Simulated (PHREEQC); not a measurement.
A solution holds 8 mmol/kgw HF, 39 mmol/kgw (CH3)4NF and 0.0013 mmol/kgw H4SiO4, at 25 °C. Closed to the air; pH follows from the charge balance.

Equilibrium calculation in PHREEQC: ion-association model, phreeqc.dat.

| quantity | before | after |
|---|---|---|
| pH | 3.84 | 3.88 |
| HF2- (mol/kgw) | 0.001000 | 4.28e-5 |

Task: Which change was made?
(A) HF from 0.008 to 0.016 mol/kgw
(B) HF from 0.008 to 0.08 mol/kgw
(C) diluted 5-fold with water
(D) HF left out
(E) temperature from 25 to 55 °C

Result: C, diluted 5-fold with water

This is a speciation only: nothing precipitates in the calculation. (CH3)4N+ isn't in the database: it is added as a free cation with an ion size of 4 Å. SiF6-2 is the database's only silicon fluoride.
